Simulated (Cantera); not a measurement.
Charge: 1 mol Fe(CO)₅, 0.37 mol CO, 0.71 mol N₂, held at 1325 K.

Equilibrium computed with Cantera from the NASA thermochemical tables; the gas is ideal and each condensed phase is pure. Candidate condensed phases: C, Fe, Fe(CO)₅, FeO, Fe₂O₃, Fe₃O₄; 27 gas species. Condensed phases not in the tables: cementite and carbon dissolved in iron. Kinetics and transport are ignored.

x: gas mole fraction; n: condensed amount in mol.

```json
[
 {"P (Pa)": "10", "x CO": "0.883", "x N₂": "0.117", "x CO₂": "3.01e-7", "x Fe": "2.20e-5", "n Fe(γ)": "1.000", "n C(graphite)": "0"},
 {"P (Pa)": "42", "x CO": "0.883", "x N₂": "0.117", "x CO₂": "1.27e-6", "x Fe": "5.23e-6", "n Fe(γ)": "1.000", "n C(graphite)": "0"},
 {"P (Pa)": "180", "x CO": "0.883", "x N₂": "0.117", "x CO₂": "5.42e-6", "x Fe": "1.22e-6", "n Fe(γ)": "1.000", "n C(graphite)": "0"},
 {"P (Pa)": "750", "x CO": "0.883", "x N₂": "0.117", "x CO₂": "…", "x Fe": "…", "n Fe(γ)": "1.000", "n C(graphite)": "0"},
 {"P (Pa)": "3200", "x CO": "0.883", "x N₂": "0.117", "x CO₂": "9.64e-5", "x Fe": "6.86e-8", "n Fe(γ)": "1.00", "n C(graphite)": "0.000586"},
 {"P (Pa)": "13000", "x CO": "0.883", "x N₂": "0.117", "x CO₂": "0.000391", "x Fe": "1.69e-8", "n Fe(γ)": "1.00", "n C(graphite)": "0.00238"},
 {"P (Pa)": "56000", "x CO": "0.881", "x N₂": "0.117", "x CO₂": "…", "x Fe": "…", "n Fe(γ)": "1.00", "n C(graphite)": "…"},
 {"P (Pa)": "240000", "x CO": "0.875", "x N₂": "0.118", "x CO₂": "0.00710", "x Fe": "9.15e-10", "n Fe(γ)": "1.00", "n C(graphite)": "0.0429"},
 {"P (Pa)": "1000000", "x CO": "0.852", "x N₂": "0.120", "x CO₂": "0.0280", "x Fe": "2.20e-10", "n Fe(γ)": "1.00", "n C(graphite)": "0.166"}
]
```

Question: What belongs in the gaps?

Answer: 
- 750, x CO₂: 2.26e-5
- 750, x Fe: 2.93e-7
- 56000, x CO₂: 0.00168
- 56000, x Fe: 3.92e-9
- 56000, n C(graphite): 0.0102
